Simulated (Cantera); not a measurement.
Input: 1 mol MgO, 0.14 mol H2S, a varied amount of O2, at 748.15 K and 38.0 mbar.

Cantera equilibrium calculation (NASA polynomials, part measured and part estimated; ideal gas, pure solids and liquids). Candidate condensed phases: H2O, H2SO4, Mg, MgO, Mg(OH)2, MgS, MgSO4, S; 26 gas species. Gases not in the tables: S3 to S7. Equilibrium is a limit: real reactors are often held back by kinetics, nucleation or transport.

x: gas mole fraction; n: condensed amount in mol.

| n(O2) (mol) | x O2 | x H2O | x SO2 | x S2 | x H2S | n MgO(s) | n MgSO4(s) |
|---|---|---|---|---|---|---|---|
| 0.12 | <1e-12 | 0.515 | 0.264 | 0.121 | 0.0957 | 1.00 | 0 |
| 0.19 | <1e-12 | 0.502 | 0.456 | 0.0217 | 0.0195 | 1.00 | 0 |
| 0.3 | 0.125 | 0.875 | 2.37e-10 | <1e-12 | <1e-12 | 0.860 | 0.140 |
| 0.47 | ___ | ___ | ___ | <1e-12 | <1e-12 | 0.860 | 0.140 |
| 0.73 | ___ | ___ | 9.58e-11 | <1e-12 | <1e-12 | 0.860 | 0.140 |
| 1.1 | 0.854 | 0.146 | 9.05e-11 | <1e-12 | <1e-12 | 0.860 | 0.140 |
| 1.8 | 0.916 | 0.0843 | 8.74e-11 | <1e-12 | <1e-12 | 0.860 | 0.140 |
| 2.8 | 0.947 | 0.0526 | 8.59e-11 | <1e-12 | <1e-12 | 0.860 | 0.140 |

Task: Complete the blanks.

Result: 
- 0.47, x O2: 0.576
- 0.47, x H2O: 0.424
- 0.47, x SO2: 1.10e-10
- 0.73, x O2: 0.763
- 0.73, x H2O: 0.237
